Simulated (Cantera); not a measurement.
Charge: 1 mol Si₃N₄, 0.032 mol H₂O, 5.1 mol N₂, equilibrated at 1273.15 K and 0.0100 bar.

Equilibrium computed with Cantera from the NASA thermochemical tables; the gas is ideal and each condensed phase is pure. Candidate condensed phases: H₂O, Si, SiO₂, Si₂N₂O, Si₃N₄; 35 gas species. Mutual solubility and eutectic melting of coexisting phases are not modelled. Kinetics and transport are ignored.

Base state: N₂ 0.994, H₂ 0.00622 (mole fractions); condensed: Si₂N₂O(s) + Si₃N₄(s).

### Question
What changes in the equilibrium state with this change: H₂O from 0.032 to 0.053 mol?

### Answer
| species | before | after |
|---|---|---|
| N₂ | 0.994 | 0.990 |
| H₂ | 0.00622 | 0.0102 |
| Si₂N₂O(s), mol | 0.0320 | 0.0530 |
| Si₃N₄(s), mol | 0.979 | 0.965 |

### Question
What changes in the equilibrium state with this change: Si₃N₄ replaced by SiC?

### Answer
```tsv
species	before	after
N₂	0.994	0.993
H₂	0.00622	0.00714
CO	0	1.77e-5
HCN	0	1.35e-5
Si₂N₂O(s), mol	0.0320	0.0319
Si₃N₄(s), mol	0.979	0.312
C(graphite), mol	0	1.000
```
N₂ is the only nitrogen source here; it is nearly inert below about 1500 K, so the nitride shown seldom forms there in practice. Further candidate phases: C, C₆H₆, C₇H₈, C₈H₁₈, SiC.
